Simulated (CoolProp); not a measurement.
Vapour-liquid equilibrium of n-heptane (1) + toluene (2) at 1.37 MPa; x and y are mole fractions of (1).

Computed with CoolProp (multi-fluid Helmholtz-energy mixture model, Span 2003 and Lemmon 2006; pair parameters Bell 2016).

```
x     bubble temperature, mixture model (K)  bubble temperature, Raoult's law (K)  y, mixture model  y, Raoult's law
----  -------------------------------------  ------------------------------------  ----------------  ---------------
0.05                                  508.0                                 508.9             0.067            0.063
0.2                                   503.8                                 506.1             0.244            0.244
0.35                                  500.6                                 503.5             0.397            0.410
0.5                                   498.1                                 501.0             0.539            0.563
0.65                                  496.2                                 498.7             0.676            0.706
0.8                                   494.8                                 496.4             0.813            0.838
0.95                                  493.7                                 494.1             0.953            0.961
```

The largest gap from Raoult's law is -2.9 K in bubble temperature, at x = 0.35. No azeotrope shows between x = 0.05 and 0.95.

Pair parameters are fitted to limited data, so mixtures are less certain than the pure fluids.
